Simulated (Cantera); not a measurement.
A perfectly stirred reactor is fed with 5.59 % H2, 93.1 % O2, 1.30 % N2, equivalence ratio 0.030, at 1330 Pa; it is held at 1073 K, and followed from long to short residence time.

Computed with Cantera and GRI-Mech 3.0 (53 species, 325 reactions). Radical loss at walls, strong at low pressure, is not modelled. The temperature is held fixed by assumption; the heat of reaction is taken as removed at once.

One state of this run: x H2 = 0.000289; x O2 = 0.927; x O = 0.00185; x H = 0.000180; x HO2 = 2.51e-6; x H2O = 0.0567; x OH = 0.000625. x: mole fraction; the columns are a selection and need not sum to one.

Q: Which value of τ (s) does it belong to?
A. 0.29
B. 0.020
C. 0.0051
D. 1.1

A: D, 1.1
